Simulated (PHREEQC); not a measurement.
PHREEQC input (ion-association model, wateq4f.dat):

```
SOLUTION_MASTER_SPECIES
  An  An-  0  An  62.0  # stands for a non-complexing anion
SOLUTION_SPECIES
  An- = An-
    -log_k 0
    -gamma 3.0 0
PHASES
  Fix_H+
    H+ = H+
    -log_k 0
SOLUTION 1
  temp 25
  units mmol/kgw
  pH 7 charge
  Cl 0.024
  Ni 0.012
  Na 100
  An 100
END
SELECTED_OUTPUT 1
  -reset false
  -pH true
  -pe true
  -ionic_strength true
  -water true
  -totals Cl Na Ni
  -molalities Hfo_wOH Hfo_wOH2+ Hfo_wO- Hfo_sOH Hfo_sOH2+ Hfo_sO- Hfo_sONi+ Hfo_wONi+
  -saturation_indices Ni(OH)2 Halite
USER_PUNCH 1
  -headings sigma psi
  10 PUNCH EDL("sigma", "Hfo"), EDL("psi", "Hfo")
PRINT
  -reset false
USE solution 1
SURFACE 1
  Hfo_wOH 0.000449438 600 0.2
  Hfo_sOH 1.1236e-05
EQUILIBRIUM_PHASES 1
  Fix_H+ -4 HAn 10
    -force_equality true
  O2(g) -0.68 10
END
# ... the last block is repeated for the other 16 points of pH, with NaOH or the acid as the point needs
```

Selected output (columns that matter, 17 of 17 rows; pH added in front):

```
pH	mu	Na	Ni	m_Hfo_wOH	m_Hfo_wOH2+	m_Hfo_wO-	m_Hfo_sOH	m_Hfo_sOH2+	m_Hfo_sO-	m_Hfo_sONi+	si_Ni(OH)2	si_Halite	sigma	psi
4	0.10036	0.1	1.1999e-05	5.9881e-05	0.00038935	2.1098e-07	1.497e-06	9.7332e-06	5.2744e-09	5.2243e-10	-8.1532	-7.4253	0.32073	0.14653
4.38	0.10026	0.1	1.1997e-05	0.00010171	0.00034705	6.8286e-07	2.5421e-06	8.6741e-06	1.7068e-08	2.6793e-09	-7.3932	-7.4252	0.28548	0.14061
4.75	0.10021	0.1	1.1987e-05	0.00014996	0.00029775	1.7302e-06	3.7448e-06	7.4354e-06	4.3207e-08	1.2612e-08	-6.6535	-7.4252	0.24399	0.13264
5.12	0.10017	0.1	1.194e-05	0.00019863	0.00024715	3.6569e-06	4.9405e-06	6.1474e-06	9.096e-08	5.7086e-08	-5.9151	-7.4251	0.20071	0.12275
5.5	0.10014	0.1	1.173e-05	0.00024325	0.00019938	6.7984e-06	5.9429e-06	4.8712e-06	1.661e-07	2.5575e-07	-5.1628	-7.4251	0.15886	0.111
5.88	0.10011	0.1	1.0924e-05	0.00027942	0.00015869	1.1271e-05	6.3549e-06	3.6092e-06	2.5634e-07	1.0155e-06	-4.4337	-7.4251	0.1221	0.097945
6.25	0.10008	0.1	8.8581e-06	0.00030596	0.00012629	1.6981e-05	5.6582e-06	2.3355e-06	3.1403e-07	2.9283e-06	-3.7847	-7.4251	0.092047	0.084256
6.62	0.10006	0.1	5.7636e-06	0.00032435	0.0001005	2.398e-05	4.0522e-06	1.2556e-06	2.9959e-07	5.6287e-06	-3.2314	-7.4251	0.067316	0.069735
7	0.10004	0.1	2.8289e-06	0.00033561	8.0341e-05	3.2117e-05	2.5741e-06	6.162e-07	2.4633e-07	7.7994e-06	-2.7806	-7.425	0.04645	0.053885
7.38	0.10002	0.1	9.6919e-07	0.00034101	6.5622e-05	4.0597e-05	1.8392e-06	3.5393e-07	2.1896e-07	8.8239e-06	-2.4862	-7.425	0.029102	0.037015
7.75	0.10002	0.10001	2.4935e-07	0.00034284	5.5172e-05	4.8805e-05	1.6136e-06	2.5967e-07	2.2971e-07	9.133e-06	-2.3368	-7.425	0.014593	0.019721
8.12	0.10003	0.10002	5.5969e-08	0.00034252	4.7006e-05	5.7176e-05	1.555e-06	2.1341e-07	2.5957e-07	9.208e-06	-2.248	-7.4249	0.0013898	0.0019242
8.5	0.10004	0.10004	1.1783e-08	0.00034023	3.978e-05	6.6663e-05	1.532e-06	1.7912e-07	3.0018e-07	9.2247e-06	-2.1712	-7.4248	-0.012075	-0.016439
8.88	0.10005	0.10007	2.5852e-09	0.00033552	3.3004e-05	7.8142e-05	1.5082e-06	1.4836e-07	3.5126e-07	9.2281e-06	-2.0892	-7.4248	-0.026812	-0.034478
9.25	0.10007	0.1001	6.7371e-10	0.00032757	2.6563e-05	9.2538e-05	1.4719e-06	1.1936e-07	4.1583e-07	9.2288e-06	-1.9947	-7.4246	-0.043641	-0.051405
9.62	0.10012	0.10016	2.5114e-10	0.00031477	2.0349e-05	0.00011154	1.4144e-06	9.1434e-08	5.0119e-07	9.229e-06	-1.8789	-7.4244	-0.064011	-0.067471
10	0.10021	0.10027	1.8168e-10	0.00029483	1.4501e-05	0.00013733	1.3247e-06	6.5154e-08	6.1705e-07	9.229e-06	-1.7318	-7.424	-0.089564	-0.082926
```

Complexes and solids missing from the database can't appear.
